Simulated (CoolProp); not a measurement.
A closed Brayton cycle with dry air: compressor inlet 332.15 K and 5.3 MPa, high pressure 14.1 MPa, turbine inlet 765 K, compressor efficiency 0.89, turbine efficiency 0.9, recuperator effectiveness 0.8 (on enthalpy, no pinch check). Each further row changes one setting.

Model: reference Helmholtz-energy equation of state, Lemmon 2000, in CoolProp. It is a pseudo-pure fit of the blend.

```csv
case,thermal efficiency (%),net work (kJ/kg),compressor to turbine work,compressor exit (K),turbine exit (K)
as stated,24.4,51.8,0.71,453.7,605.4
turbine inlet 715 K,20.9,40.2,0.76,453.7,564.3
compressor inlet 342.15 K,22.9,47.9,0.73,467.1,605.4
high pressure 12 MPa,25.0,48.9,0.67,431.3,629.3
recuperator effectiveness 0.5,19.9,51.8,0.71,453.7,605.4
```
